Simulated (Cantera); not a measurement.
An isothermal, constant-pressure homogeneous reactor starts with CH₄ : N₂ = 1 : 12 (molar parts), at 1450 K and 290 Pa. Integrator tolerance rtol = 1e-08.

Computed with Cantera and GRI-Mech 3.0 (53 species, 325 reactions). GRI-Mech 3.0 stops at C3 and has no aromatics, soot or wall deposition, so with more carbon than oxygen in the feed, carbon stays in small species such as C2H2 where larger ones or solid carbon would form. Radical loss at walls, strong at low pressure, is not modelled.

What does this change do: N2 12 to 1.4 parts?


```tsv
quantity	before	after
x(CH₄) at 200 s	0.00984 (gas-phase equilibrium 1.65e-5)	0.0328 (gas-phase equilibrium 0.000399)
x(CH₂) at 200 s	1.29e-8 (gas-phase equilibrium 7.52e-11)	1.41e-8 (gas-phase equilibrium 4.42e-10)
x(H) at 200 s	2.75e-5 (gas-phase equilibrium 5.79e-5)	6.90e-5 (gas-phase equilibrium 0.000117)
x(C₂H₆) at 200 s	5.05e-7 (gas-phase equilibrium 7.03e-12)	1.63e-6 (gas-phase equilibrium 1.00e-9)
x(C₂H₄) at 200 s	3.30e-5 (gas-phase equilibrium 1.77e-6)	0.000147 (gas-phase equilibrium 6.12e-5)
```
